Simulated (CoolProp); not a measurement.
Toluene along the isotherm 511.6 K: fugacity coefficient from the reference equation and from simpler models built on Tc = 591.7 K, pc = 4.126 MPa, ω = 0.266; each cubic takes its own stable root.

The numbers come from the reference Helmholtz-energy equation of state, Lemmon 2006 in CoolProp. It is a short technical equation, of lower accuracy than the large ones.

```json
[
 {"p (MPa)": "1.29", "phase": "gas", "reference": "0.8161", "Soave-Redlich-Kwong": "0.8317", "Peng-Robinson": "0.8206"},
 {"p (MPa)": "2.58", "phase": "liquid", "reference": "0.4543", "Soave-Redlich-Kwong": "0.4741", "Peng-Robinson": "0.4603"},
 {"p (MPa)": "3.87", "phase": "liquid", "reference": "0.3166", "Soave-Redlich-Kwong": "0.3327", "Peng-Robinson": "0.3211"},
 {"p (MPa)": "5.16", "phase": "liquid", "reference": "0.2481", "Soave-Redlich-Kwong": "0.2624", "Peng-Robinson": "0.2518"},
 {"p (MPa)": "6.45", "phase": "liquid", "reference": "0.2073", "Soave-Redlich-Kwong": "0.2206", "Peng-Robinson": "0.2105"},
 {"p (MPa)": "7.74", "phase": "liquid", "reference": "0.1804", "Soave-Redlich-Kwong": "0.1931", "Peng-Robinson": "0.1832"},
 {"p (MPa)": "9.03", "phase": "liquid", "reference": "0.1614", "Soave-Redlich-Kwong": "0.1737", "Peng-Robinson": "0.1639"},
 {"p (MPa)": "10.3", "phase": "liquid", "reference": "0.1475", "Soave-Redlich-Kwong": "0.1596", "Peng-Robinson": "0.1498"}
]
```
